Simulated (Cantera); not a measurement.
# NO annealing gas

An isothermal, constant-pressure homogeneous reactor starts with 79.4 % NO, 20.6 % N2, at 1698 K and 0.0632 atm.

Detailed kinetics in Cantera: GRI-Mech 3.0 (53 species, 325 reactions).

```json
[
 {"t (s)": "1.00e-5", "x NO": "0.794", "x N2": "0.206", "x NO2": "8.57e-11", "x O2": "2.46e-12", "x N2O": "3.54e-8", "x O": "3.53e-8"},
 {"t (s)": "2.82e-5", "x NO": "0.794", "x N2": "0.206", "x NO2": "6.77e-10", "x O2": "1.94e-11", "x N2O": "9.98e-8", "x O": "9.91e-8"},
 {"t (s)": "7.95e-5", "x NO": "0.794", "x N2": "0.206", "x NO2": "5.35e-9", "x O2": "1.54e-10", "x N2O": "2.81e-7", "x O": "2.76e-7"},
 {"t (s)": "0.000224", "x NO": "0.794", "x N2": "0.206", "x NO2": "4.14e-8", "x O2": "1.20e-9", "x N2O": "7.92e-7", "x O": "7.53e-7"},
 {"t (s)": "0.000631", "x NO": "0.794", "x N2": "0.206", "x NO2": "3.06e-7", "x O2": "9.09e-9", "x N2O": "2.22e-6", "x O": "1.94e-6"},
 {"t (s)": "0.00178", "x NO": "0.794", "x N2": "0.206", "x NO2": "2.02e-6", "x O2": "6.92e-8", "x N2O": "6.22e-6", "x O": "4.35e-6"},
 {"t (s)": "0.00502", "x NO": "0.794", "x N2": "0.206", "x NO2": "1.03e-5", "x O2": "5.94e-7", "x N2O": "1.71e-5", "x O": "7.57e-6"},
 {"t (s)": "0.0141", "x NO": "0.794", "x N2": "0.206", "x NO2": "3.54e-5", "x O2": "5.82e-6", "x N2O": "4.51e-5", "x O": "1.10e-5"},
 {"t (s)": "0.0399", "x NO": "0.793", "x N2": "0.206", "x NO2": "7.33e-5", "x O2": "4.99e-5", "x N2O": "0.000106", "x O": "1.52e-5"},
 {"t (s)": "0.112", "x NO": "0.793", "x N2": "0.207", "x NO2": "9.18e-5", "x O2": "0.000268", "x N2O": "0.000189", "x O": "1.81e-5"},
 {"t (s)": "0.317", "x NO": "0.791", "x N2": "0.207", "x NO2": "0.000101", "x O2": "0.00101", "x N2O": "0.000225", "x O": "1.97e-5"},
 {"t (s)": "0.893", "x NO": "0.787", "x N2": "0.209", "x NO2": "0.000115", "x O2": "0.00314", "x N2O": "0.000223", "x O": "2.16e-5"},
 {"t (s)": "2.52", "x NO": "0.775", "x N2": "0.215", "x NO2": "0.000147", "x O2": "0.00911", "x N2O": "0.000214", "x O": "2.58e-5"},
 {"t (s)": "7.10", "x NO": "0.742", "x N2": "0.232", "x NO2": "0.000208", "x O2": "0.0253", "x N2O": "0.000192", "x O": "3.44e-5"},
 {"t (s)": "20.0", "x NO": "0.660", "x N2": "0.273", "x NO2": "0.000290", "x O2": "0.0663", "x N2O": "0.000147", "x O": "4.95e-5"}
]
```
x: mole fraction; the columns are a selection and need not sum to one.

Equilibrium at this temperature and pressure: NO 0.00346, N2 0.601, NO2 3.77e-6, O2 0.395, N2O 4.48e-8, O 0.000109 (gas phase only).
